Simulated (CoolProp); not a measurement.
Vapour-liquid equilibrium of CHF3 (R23) (1) + propylene (2) at -99.05 °C; x and y are mole fractions of (1).

Values from CoolProp's multi-fluid Helmholtz-energy mixture model, Penoncello 2003 and Lemmon 2013; pair parameters Bell 2016.

```json
[
 {"x": "0.05", "bubble pressure, mixture model (MPa)": "0.01221", "bubble pressure, Raoult's law (MPa)": "0.005814", "y, mixture model": "0.659", "y, Raoult's law": "0.291"},
 {"x": "0.15", "bubble pressure, mixture model (MPa)": "0.02273", "bubble pressure, Raoult's law (MPa)": "0.008761", "y, mixture model": "0.830", "y, Raoult's law": "0.579"},
 {"x": "0.25", "bubble pressure, mixture model (MPa)": "0.02836", "bubble pressure, Raoult's law (MPa)": "0.01171", "y, mixture model": "0.872", "y, Raoult's law": "0.722"},
 {"x": "0.35", "bubble pressure, mixture model (MPa)": "…", "bubble pressure, Raoult's law (MPa)": "0.01466", "y, mixture model": "…", "y, Raoult's law": "0.807"},
 {"x": "0.45", "bubble pressure, mixture model (MPa)": "0.03201", "bubble pressure, Raoult's law (MPa)": "0.01760", "y, mixture model": "0.894", "y, Raoult's law": "0.864"},
 {"x": "0.55", "bubble pressure, mixture model (MPa)": "0.03229", "bubble pressure, Raoult's law (MPa)": "0.02055", "y, mixture model": "0.896", "y, Raoult's law": "0.905"},
 {"x": "0.65", "bubble pressure, mixture model (MPa)": "0.03240", "bubble pressure, Raoult's law (MPa)": "0.02350", "y, mixture model": "0.897", "y, Raoult's law": "0.935"},
 {"x": "0.75", "bubble pressure, mixture model (MPa)": "0.03267", "bubble pressure, Raoult's law (MPa)": "0.02644", "y, mixture model": "0.901", "y, Raoult's law": "0.959"},
 {"x": "0.85", "bubble pressure, mixture model (MPa)": "…", "bubble pressure, Raoult's law (MPa)": "0.02939", "y, mixture model": "0.915", "y, Raoult's law": "0.978"},
 {"x": "0.95", "bubble pressure, mixture model (MPa)": "0.03381", "bubble pressure, Raoult's law (MPa)": "0.03234", "y, mixture model": "0.956", "y, Raoult's law": "0.993"}
]
```

Fill in the missing entries.


- 0.35, bubble pressure, mixture model (MPa): 0.03100
- 0.35, y, mixture model: 0.887
- 0.85, bubble pressure, mixture model (MPa): 0.03323

The largest gap from Raoult's law is +159.4 % in bubble pressure, at x = 0.15. No azeotrope shows between x = 0.05 and 0.95.

The pair parameters rest on a limited set of measurements; away from them the model extrapolates. With so large a gap from Raoult's law the liquid may split in two, which this calculation doesn't test in full.
